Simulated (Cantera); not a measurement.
Input (Python, Cantera) and output of one run.

```python
import numpy as np
import cantera as ct

gas_names = """
    Cu CuF CuF2 Cu2 F F2 N NF NF2 NF3 N2
""".split()
cond_names = """
    Cu(cr) Cu(L) CuF2(s) CuF2(L)
""".split()


# ... load() reads the species with a 1 bar reference pressure and builds the phases ...
atoms = {
    'CuF2': {'Cu': 1, 'F': 2},
    'N2': {'N': 2},
}
top_T = {}  # K; cautious upper limits of use, not melting points


# ... equilibrate(T, P, feed) seeds the gas with the atoms and calls Mixture.equilibrate('TP', solver="vcs", rtol=1e-11, max_steps=5000) ...
results = []
T = 1073.15  # K
P = 133.322  # Pa
for m in [0.14, 0.31, 0.7, 1.6, 3.5, 7.7, 17, 38]:
    feed = {'CuF2': 1, 'N2': m}  # mol
    mix = equilibrate(T, P, feed)
    results.append((T, P, feed, dict(zip(mix.species_names, mix.species_moles))))
    x = sorted(zip(gas.X, gas.species_names), reverse=True)
    print(f"T = {T:g} K  P = {P:g} Pa  n(N2) = {m:g} mol  gas = {mix.phase_moles(0):.4g} mol")
    print("   x: " + "  ".join(f"{s} {v:.3e}" for v, s in x if v > 0.0001))
    print("   condensed (mol): " + ("  ".join(f"{mix.phase(i).name} {mix.phase_moles(i):.4g}"
          for i in range(1, mix.n_phases) if mix.phase_moles(i) > 1e-12) or "none"))
```

Result:

```
T = 1073.15 K  P = 133.322 Pa  n(N2) = 0.14 mol  gas = 0.1507 mol
   x: N2 9.290e-01  CuF2 7.081e-02
   condensed (mol): CuF2(s) 0.9893
T = 1073.15 K  P = 133.322 Pa  n(N2) = 0.31 mol  gas = 0.3337 mol
   x: N2 9.290e-01  CuF2 7.081e-02
   condensed (mol): CuF2(s) 0.9763
T = 1073.15 K  P = 133.322 Pa  n(N2) = 0.7 mol  gas = 0.7535 mol
   x: N2 9.290e-01  CuF2 7.081e-02
   condensed (mol): CuF2(s) 0.9466
T = 1073.15 K  P = 133.322 Pa  n(N2) = 1.6 mol  gas = 1.722 mol
   x: N2 9.290e-01  CuF2 7.081e-02
   condensed (mol): CuF2(s) 0.8779
T = 1073.15 K  P = 133.322 Pa  n(N2) = 3.5 mol  gas = 3.767 mol
   x: N2 9.290e-01  CuF2 7.081e-02
   condensed (mol): CuF2(s) 0.7329
T = 1073.15 K  P = 133.322 Pa  n(N2) = 7.7 mol  gas = 8.288 mol
   x: N2 9.290e-01  CuF2 7.081e-02
   condensed (mol): CuF2(s) 0.4124
T = 1073.15 K  P = 133.322 Pa  n(N2) = 17 mol  gas = 18 mol
   x: N2 9.444e-01  CuF2 5.548e-02
   condensed (mol): none
T = 1073.15 K  P = 133.322 Pa  n(N2) = 38 mol  gas = 39 mol
   x: N2 9.743e-01  CuF2 2.559e-02
   condensed (mol): none
```

Cantera equilibrium calculation (NASA polynomials, part measured and part estimated; ideal gas, pure solids and liquids).
